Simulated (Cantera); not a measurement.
Standard-state values (1 bar) from the NASA 1993 polynomials, evaluated with Cantera. Values are per mole of reaction as written; species without (g) are pure solids or liquids, kept so even where they would boil at 1 bar.

P4O10 → P4(g) + 10 O(g)

```tsv
T (K)	ΔH° (kJ)	ΔS° (J/K)	ΔG° (kJ)	log10 K
448	5566.7	1679.1	4814.4	-561.33
473	5566.8	1679.2	4772.5	-527.02
498	5566.6	1678.9	4730.5	-496.17
523	?	?	?	?
548	5565.6	1677.1	4646.6	-442.90
573	?	?	?	?
598	5563.8	1673.9	4562.8	-398.55
623	?	?	?	?
```

Q: Complete the blanks.

A: 
- 523, ΔH° (kJ): 5566.2
- 523, ΔS° (J/K): 1678.2
- 523, ΔG° (kJ): 4688.5
- 523, log10 K: -468.26
- 573, ΔH° (kJ): 5564.8
- 573, ΔS° (J/K): 1675.6
- 573, ΔG° (kJ): 4604.7
- 573, log10 K: -419.75
- 623, ΔH° (kJ): 5562.5
- 623, ΔS° (J/K): 1671.8
- 623, ΔG° (kJ): 4521.0
- 623, log10 K: -379.05
